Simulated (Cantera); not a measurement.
Equilibrium for carbon deposition, reforming and gasification: n-butane + H₂O + H₂ + O₂

Input: 1 mol n-butane, 3.1 mol H₂O, 31 mol H₂, 0.029 mol O₂, at 1 atm.

These are equilibrium values from Cantera (NASA tables, ideal gas, pure condensed phases), not measurements of a reactor. Candidate condensed phases: C, C₆H₆, C₇H₈, C₈H₁₈, H₂O; 110 gas species. The numbers say what is thermodynamically allowed, not how fast it happens.

```tsv
T (K)	log p H₂	log p CO	log p CH₄	log p H₂O	log p CO₂	log p H	log p C₂H₂ (acetylene)	log p C₂H₄	n C(graphite)
1198	-0.03	-1.13	-1.86	-2.74	-3.96	-6.74	-7.04	-5.98	0.361
1248	-0.03	-1.12	-2.02	-2.97	-4.25	-6.35	-6.65	-5.91	0.493
1298	-0.03	-1.12	-2.16	-3.18	-4.52	-5.99	-6.28	-5.85	0.585
1348	-0.03	-1.12	-2.30	-3.39	-4.77	-5.65	-5.95	-5.79	0.649
1398	-0.03	-1.12	-2.42	-3.57	-5.00	-5.34	-5.64	-5.74	0.695
1448	-0.03	-1.12	-2.54	-3.75	-5.21	-5.05	-5.35	-5.69	0.728
1498	-0.03	-1.12	-2.64	-3.91	-5.41	-4.78	-5.08	-5.65	0.752
1548	-0.03	-1.12	-2.75	-4.06	-5.60	-4.53	-4.83	-5.61	0.770
1598	-0.03	-1.12	-2.84	-4.20	-5.77	-4.29	-4.60	-5.57	0.782
```
log p: log10 of the partial pressure in bar; n: condensed amount in mol.

From 1198 K to 1598 K the condensed part is C(graphite). The main C-bearing gas is CO throughout. The share of C in condensed phases is highest at 1598 K (19.6 %) and lowest at 1198 K (9.0 %).
